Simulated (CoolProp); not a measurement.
Vapour pressure (MPa) of isobutene: the reference equation beside estimates from Tc = 144.9 °C, pc = 4.016 MPa, ω = 0.193.

Computed with CoolProp (reference Helmholtz-energy equation of state, Lemmon 2005). It is a short technical equation, of lower accuracy than the large ones.

```tsv
T (°C)	reference	van der Waals	Soave-Redlich-Kwong
-3.85	0.1145	0.5193	0.1138
3.25	0.1488	…	…
10.35	0.1907	0.6830	…
17.35	0.2402	0.7750	0.2403
24.45	0.2999	0.8762	…
31.55	0.3702	0.9857	0.3718
38.55	…	1.102	0.4537
45.65	0.5456	1.228	0.5499
52.75	0.6542	1.364	0.6606
59.75	0.7763	1.506	0.7851
```

**Question.** What belongs in the gaps?

**Answer.** 
- 3.25, van der Waals: 0.5974
- 3.25, Soave-Redlich-Kwong: 0.1483
- 10.35, Soave-Redlich-Kwong: 0.1904
- 24.45, Soave-Redlich-Kwong: 0.3006
- 38.55, reference: 0.4509

Absolute difference from the reference over all 10 rows, mean and median: van der Waals 196.6 and 179.2 %, Soave-Redlich-Kwong 0.5 and 0.5 %.
